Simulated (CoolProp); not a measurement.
20 sccm (0 °C, 1 atm) of nitrogen bubbles through liquid toluene at 281.5 K and leaves saturated at a total pressure of 0.0355 MPa (ideal gas phase). Each further row changes one setting.

Model: reference Helmholtz-energy equation of state, Lemmon 2006, in CoolProp. It is a short technical equation, of lower accuracy than the large ones.

| case | vapour pressure (kPa) | mole fraction of vapour | delivery (mg/min) | delivery (sccm) | change of delivery for a bath 1 K warmer (%) |
|---|---|---|---|---|---|
| as stated | 1.51 | 0.0426 | 3.66 | 0.890 | 6.4 |
| bath temperature 286.5 K | 2.02 | 0.0569 | 4.96 | 1.21 | 6.2 |
| total pressure 0.071 MPa | 1.51 | 0.0213 | 1.79 | 0.435 | 6.2 |
